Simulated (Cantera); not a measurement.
Charge: 1 mol Ca(OH)₂, 6.5 mol CO₂, 0.16 mol H₂, equilibrated at 1400 K and 0.720 bar.

Equilibrium computed with Cantera from the NASA thermochemical tables; the gas is ideal and each condensed phase is pure. Candidate condensed phases: C, C₆H₆, C₇H₈, C₈H₁₈, Ca, CaCO₃, CaO, Ca(OH)₂, H₂O; 115 gas species. Equilibrium is a limit: real reactors are often held back by kinetics, nucleation or transport.

Base state: CO₂ 0.829, H₂O 0.150, CO 0.0193, H₂ 0.00160 (mole fractions); condensed: CaO(s).

Task: What changes in the equilibrium state with this change: H₂ from 0.16 to 3.8 mol?

Result: 
```
species       before  after
-----------  -------  -----
CO₂            0.829  0.341
H₂O            0.150  0.323
CO            0.0193  0.234
H₂           0.00160  0.102
CaO(s), mol     1.00   1.00
```

Task: What changes in the equilibrium state with this change: temperature from 1400 K to 1950 K?

Result: 
```tsv
species	before	after
CO₂	0.829	0.824
H₂O	0.150	0.150
CO	0.0193	0.0229
O₂	2.47e-9	0.00134
Ca(OH)₂	1.81e-8	1.03e-5
O	<1e-9	1.95e-5
OH	4.26e-7	0.000598
CaO(s), mol	1.00	1.000
```

Task: What changes in the equilibrium state with this change: H₂ from 0.16 to 0.016 mol?

Result: 
```json
[
 {"species": "CO₂", "before": "0.829", "after": "0.863"},
 {"species": "H₂O", "before": "0.150", "after": "0.135"},
 {"species": "CO", "before": "0.0193", "after": "0.00199"},
 {"species": "H₂", "before": "0.00160", "after": "0.000143"},
 {"species": "CaO(s), mol", "before": "1.00", "after": "1.00"}
]
```
